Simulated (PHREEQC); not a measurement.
Dissolve 0.0023 mol AgF, 0.081 mol HNO3 and 0.0089 mol Cu(NO3)2 per kg of water at 25 °C. Closed to the air; pH follows from the charge balance.

Equilibrium calculation in PHREEQC: ion-association model, wateq4f.dat.

```tsv
quantity	before	after
pH	1.19	1.20
ionic strength (mol/kgw)	0.108	0.160
CuOH+ (mol/kgw)	7.03e-10	6.41e-10
SI of Tenorite (CuO)	-7.70	-7.75
SI of Cu(OH)2 (Cu(OH)2)	-8.72	-8.77
```

Task: What was changed between the two runs?
A. HNO3 from 0.081 to 0.0162 mol/kgw
B. AgF left out
C. 0.03 mol/kgw CdCl2 added

Result: C, 0.03 mol/kgw CdCl2 added

Precipitation was switched off in this run. Some of these states are supersaturated (in Cerargyrite, for instance).
